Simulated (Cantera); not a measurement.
Charge: 1 mol AlN, 1.7 mol H₂O, 2.6 mol H₂, equilibrated at 300 Torr.

Method: chemical equilibrium by Gibbs-energy minimisation in Cantera with the NASA 1993 tables (ideal gas, pure condensed phases). Candidate condensed phases: Al, AlN, Al₂O₃, H₂O; 35 gas species. The numbers say what is thermodynamically allowed, not how fast it happens. All values below are at 1075 K.

Base state: H₂ 0.854, N₂ 0.104, H₂O 0.0417, NH₃ 3.73e-5 (mole fractions); condensed: Al₂O₃(s).

What changes in the equilibrium state with this change: AlN replaced by Fe₃O₄?


```tsv
species	before	after
H₂O	0.0417	0.628
H₂	0.854	0.372
N₂	0.104	0
NH₃	3.73e-5	0
Al₂O₃(s), mol	0.500	0
FeO(s), mol	0	3.00
```
The tables' stoichiometric FeO is somewhat more stable than real wüstite, so its field is too wide. FeO: taken at fixed stoichiometry. Further candidate phases: Fe, FeO, Fe(OH)₂, Fe(OH)₃, Fe₂O₃, Fe₃O₄.
